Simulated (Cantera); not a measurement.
A Cantera script and what it prints.

```python
import numpy as np
import cantera as ct

gas_names = """
    Ba BaF BaF2 BaOH BaO2H2 F FO FO2 F2 F2O H HF HOF HO2 H2 H2F2 H2O H2O2 H3F3 H4F4 H5F5 H6F6 H7F7 O OH
    O2 O3
""".split()
cond_names = """
    Ba(cr) Ba(L) BaF2(a) BaF2(b,c) BaF2(L) BaO(s) BaO(L) BaO2H2(s) BaO2H2(L) H2O(s) H2O(L)
""".split()


def load(file, names, dense=False):
    # The tables refer to 1 bar. Condensed volumes are neglected.
    table = {s.name: s for s in ct.Species.list_from_file(file)}
    out = []
    for n in names:
        d = dict(table[n].input_data)
        d["thermo"] = dict(d["thermo"], **{"reference-pressure": 1e5})
        if dense:
            d["equation-of-state"] = {"model": "constant-volume", "density": "1e6 g/cm^3"}
        out.append(ct.Species.from_dict(d))
    return out


gas = ct.Solution(thermo="ideal-gas", species=load("nasa_gas.yaml", gas_names))
cond = {s.name: ct.Solution(thermo="fixed-stoichiometry", species=[s], name=s.name)
        for s in load("nasa_condensed.yaml", cond_names, dense=True)}
atoms = {
    'BaF2': {'Ba': 1, 'F': 2},
    'O2': {'O': 2},
    'H2': {'H': 2},
}
top_T = {}  # K; cautious upper limits of use, not melting points


def equilibrate(T, P, feed):
    n = {}
    for name, mol in feed.items():
        for a, k in atoms[name].items():
            n[a] = n.get(a, 0.0) + k * mol
    gas.TPX = T, P, n
    mass = sum(n.values()) * gas.mean_molecular_weight
    gas.equilibrate("TP")
    valid = [c for c in cond.values() if c.min_temp <= T <= top_T.get(c.name, c.max_temp)]
    mix = ct.Mixture([(gas, mass / gas.mean_molecular_weight)] + [(c, 0.0) for c in valid])
    mix.T, mix.P = T, P
    mix.equilibrate("TP", solver="vcs", rtol=1e-11, max_steps=5000)
    return mix


results = []
feed = {'BaF2': 1, 'O2': 0.095, 'H2': 0.98}  # mol
P = 133.322  # Pa
for T in [1298, 1373, 1448, 1523, 1598, 1673, 1748, 1823, 1898, 1973, 2048, 2123, 2198]:
    mix = equilibrate(T, P, feed)
    results.append((T, P, feed, dict(zip(mix.species_names, mix.species_moles))))

top = {s: max(r[3][s] / sum(r[3][g] for g in gas_names) for r in results) for s in gas_names}
cols = sorted((s for s in top if top[s] > 1e-06), key=lambda s: -top[s])[:6]
seen = [c for c in cond_names if any(r[3].get(c, 0) > 1e-12 for r in results)]
print("log10 of partial pressures in bar; condensed amounts in mol")
print(f"{'T/K':>10s}" + "".join(f"{s[:9]:>10s}" for s in cols + seen))
for T, P, feed, n in results:
    ng = sum(n[g] for g in gas_names)
    print(f"{T:10.4g}" + "".join(f"{np.log10(max(n[s] / ng * P / 1e5, 1e-99)):10.3f}" for s in cols)
          + "".join(f"{n.get(c, 0):10.4g}" for c in seen))
```

Result:

```
log10 of partial pressures in bar; condensed amounts in mol
       T/K        H2      BaF2       H2O        HF       BaF         H   BaF2(a) BaF2(b,c)   BaF2(L)    BaO(s)
      1298    -2.969    -6.471    -3.590    -5.577    -8.193    -7.455    0.9988         0         0 0.0009438
      1373    -2.970    -5.665    -3.595    -5.208    -7.310    -6.963    0.9961         0         0  0.002204
      1448    -2.975    -4.954    -3.605    -4.884    -6.524    -6.523    0.9867         0         0  0.004622
      1523    -2.990    -4.322    -3.630    -4.603    -5.820    -6.131         0    0.9531         0  0.008749
      1598    -3.042    -3.758    -3.697    -4.374    -5.185    -5.795         0    0.8275         0   0.01493
      1673    -3.237    -3.264    -3.901    -4.245    -4.620    -5.562         0         0    0.2207   0.02069
      1748    -3.305    -3.216    -3.923    -4.246    -4.334    -5.294         0         0         0  0.005224
      1823    -3.320    -3.231    -3.916    -4.162    -4.192    -5.023         0         0         0         0
      1898    -3.336    -3.249    -3.921    -4.062    -4.090    -4.775         0         0         0         0
      1973    -3.357    -3.270    -3.929    -3.973    -4.000    -4.548         0         0         0         0
      2048    -3.383    -3.295    -3.939    -3.895    -3.922    -4.342         0         0         0         0
      2123    -3.418    -3.325    -3.954    -3.827    -3.855    -4.154         0         0         0         0
      2198    -3.462    -3.358    -3.976    -3.769    -3.799    -3.985         0         0         0         0
```

Equilibrium computed with Cantera from the NASA thermochemical tables; the gas is ideal and each condensed phase is pure. Mutual solubility and eutectic melting of coexisting phases are not modelled.
